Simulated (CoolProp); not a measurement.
Properties of R1234ze(Z) at several states.

Model: reference Helmholtz-energy equation of state, Akasaka 2019, in CoolProp.

```csv
T (K),p (MPa),phase,Z,cv (kJ/(kg K)),isothermal compressibility (1/MPa),expansivity (1/kK),fugacity coefficient
286.2,4.14,liquid,0.1565,0.8609,0.002243,1.910,0.03073
410.9,2.4,gas,0.6273,1.074,0.7926,11.55,0.7270
331.5,0.653,liquid,0.02391,0.9366,0.005143,2.798,0.6651
```
